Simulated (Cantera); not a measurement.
Input (Python, Cantera) and output of one run.

```python
import numpy as np
import cantera as ct

gas_names = """
    C CO CO2 C2 C2O C3 C3O2 C4 C5 Mg MgO Mg2 O O2 O3
""".split()
cond_names = """
    C(gr) Mg(cr) Mg(L) MgCO3(s) MgO(s) MgO(L)
""".split()


# ... load() reads the species with a 1 bar reference pressure and builds the phases ...
atoms = {
    'MgO': {'Mg': 1, 'O': 1},
    'C': {'C': 1},
    'CO': {'C': 1, 'O': 1},
}
top_T = {'C(gr)': 4500}  # K; cautious upper limits of use, not melting points


# ... equilibrate(T, P, feed) seeds the gas with the atoms and calls Mixture.equilibrate('TP', solver="vcs", rtol=1e-11, max_steps=5000) ...
results = []
T = 2323  # K
P = 10000  # Pa
for m in [0.3, 0.42, 0.53, 0.64, 0.76, 0.87, 0.99, 1.1, 1.2, 1.3, 1.4, 1.6]:
    feed = {'MgO': 1, 'C': m, 'CO': 1.4}  # mol
    mix = equilibrate(T, P, feed)
    results.append((T, P, feed, dict(zip(mix.species_names, mix.species_moles))))

top = {s: max(r[3][s] / sum(r[3][g] for g in gas_names) for r in results) for s in gas_names}
cols = sorted((s for s in top if top[s] > 0.0001), key=lambda s: -top[s])[:8]
seen = [c for c in cond_names if any(r[3].get(c, 0) > 1e-12 for r in results)]
print("log10 of partial pressures in bar; condensed amounts in mol")
print(f"{'n(C)':>10s}" + "".join(f"{s[:9]:>10s}" for s in cols + seen))
for T, P, feed, n in results:
    ng = sum(n[g] for g in gas_names)
    print(f"{feed['C']:10.4g}" + "".join(f"{np.log10(max(n[s] / ng * P / 1e5, 1e-99)):10.3f}" for s in cols)
          + "".join(f"{n.get(c, 0):10.4g}" for c in seen))
```

Output:

```
log10 of partial pressures in bar; condensed amounts in mol
      n(C)        CO        Mg       CO2     C(gr)    MgO(s)
       0.3    -1.078    -1.806    -3.127         0    0.6849
      0.42    -1.096    -1.716    -3.235         0    0.5668
      0.53    -1.110    -1.659    -3.307         0    0.4577
      0.64    -1.123    -1.616    -3.362         0    0.3482
      0.76    -1.135    -1.580    -3.411         0    0.2285
      0.87    -1.145    -1.553    -3.447         0    0.1186
      0.99    -1.154    -1.530    -3.537         0         0
       1.1    -1.151    -1.531    -7.465       0.1         0
       1.2    -1.151    -1.531    -7.465       0.2         0
       1.3    -1.151    -1.531    -7.465       0.3         0
       1.4    -1.151    -1.531    -7.465       0.4         0
       1.6    -1.151    -1.531    -7.465       0.6         0
```

These are equilibrium values from Cantera (NASA tables, ideal gas, pure condensed phases), not measurements of a reactor.
